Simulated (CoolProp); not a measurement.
A single-stage vapour-compression cycle with the fluid: evaporating at 317.15 K (dew point), condensing at 340.15 K (bubble point), superheat 2 K, subcooling 0 K, compressor efficiency 0.65, no pressure losses. The same conditions are run with several fluids, on thermodynamics alone (safety and materials aside).

Computed with CoolProp (reference Helmholtz-energy equation of state of each fluid (dimethyl ether: Wu 2011; hydrogen sulfide: Lemmon 2006; ethanol: Schroeder 2014; R227EA: Lemmon 2016; fluoroethane (R161): Wu 2012; R124: de Vries 1995)).

Q: Rank dimethyl ether, hydrogen sulfide, ethanol, R227EA, fluoroethane (R161), R124 by cooling COP, highest first.

A: ethanol (8.47), dimethyl ether (7.74), R124 (7.54), fluoroethane (R161) (7.28), hydrogen sulfide (7.02), R227EA (6.82)

```json
[
 {"fluid": "dimethyl ether", "pressure ratio": "1.72", "discharge temperature (K)": "352.8", "refrigerating effect (kJ/kg)": "313", "volumetric capacity (kJ/m³)": "6390"},
 {"fluid": "hydrogen sulfide", "pressure ratio": "1.60", "discharge temperature (K)": "370.8", "refrigerating effect (kJ/kg)": "315", "volumetric capacity (kJ/m³)": "16600"},
 {"fluid": "ethanol", "pressure ratio": "2.90", "discharge temperature (K)": "382.1", "refrigerating effect (kJ/kg)": "840", "volumetric capacity (kJ/m³)": "323"},
 {"fluid": "R227EA", "pressure ratio": "1.77", "discharge temperature (K)": "340.7", "refrigerating effect (kJ/kg)": "71.8", "volumetric capacity (kJ/m³)": "4480"},
 {"fluid": "fluoroethane (R161)", "pressure ratio": "1.68", "discharge temperature (K)": "354.9", "refrigerating effect (kJ/kg)": "248", "volumetric capacity (kJ/m³)": "8730"},
 {"fluid": "R124", "pressure ratio": "1.78", "discharge temperature (K)": "345.3", "refrigerating effect (kJ/kg)": "108", "volumetric capacity (kJ/m³)": "4360"}
]
```
